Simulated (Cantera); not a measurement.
A closed system holds: 1 mol CH₃SiH₃, 0.015 mol C₃H₈, 1100 mol H₂, 0.061 mol CH₄, equilibrated at 13.3 mbar.

These are equilibrium values from Cantera (NASA tables, ideal gas, pure condensed phases), not measurements of a reactor. Candidate condensed phases: C, C₆H₆, C₇H₈, C₈H₁₈, Si, SiC; 87 gas species. The feed counts by its element totals alone. Gases not in the tables: Si₂H₆ and higher silanes. Equilibrium is a limit: real reactors are often held back by kinetics, nucleation or transport.

Q: Which condensed phases are stable at each of these points (T (K)): 1775, 1850, 1925, 2000, 2075, 2150, 2225, 2300, 2375, 2450, 2525, 2600?

A: 
```tsv
T (K)	condensed phases	Si condensed (%)
1775	SiC(s)	99.1
1850	SiC(s)	96.0
1925	SiC(s)	85.5
2000	SiC(s)	57.3
2075	gas only	0.0
2150	gas only	0.0
2225	gas only	0.0
2300	gas only	0.0
2375	gas only	0.0
2450	gas only	0.0
2525	gas only	0.0
2600	gas only	0.0
```

From 1775 K to 2000 K the condensed part is SiC(s). From 2075 K to 2600 K nothing is condensed.
